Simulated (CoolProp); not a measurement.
R404A along the isobar 5.27 MPa: fugacity coefficient from the reference equation and from simpler models built on Tc = 345.3 K, pc = 3.735 MPa, ω = 0.293; each cubic takes its own stable root.

The numbers come from the reference Helmholtz-energy equation of state, Lemmon 2003 in CoolProp. It is a pseudo-pure fit of the blend.

```csv
T (K),phase,reference
314.5,liquid,0.3048
326.9,liquid,0.3773
339.3,liquid,0.4541
351.6,supercritical,0.5310
364,supercritical,0.6009
376.4,supercritical,0.6522
388.7,supercritical,0.6920
401.1,supercritical,0.7258
413.4,supercritical,0.7546
425.8,supercritical,0.7800
438.2,supercritical,0.8025
450.5,supercritical,0.8223
462.9,supercritical,0.8401
475.3,supercritical,0.8560
487.6,supercritical,0.8703
500,supercritical,0.8832
```

Problem. How far does each simpler model (van der Waals, Soave-Redlich-Kwong) lie from the reference over these 16 states: mean and median of the absolute difference, and the worst?

Solution. 
- van der Waals: mean 7.6 %, median 3.5 %, worst +39.7 % at 314.5 K and 5.27 MPa
- Soave-Redlich-Kwong: mean 3.5 %, median 2.8 %, worst +6.1 % at 314.5 K and 5.27 MPa
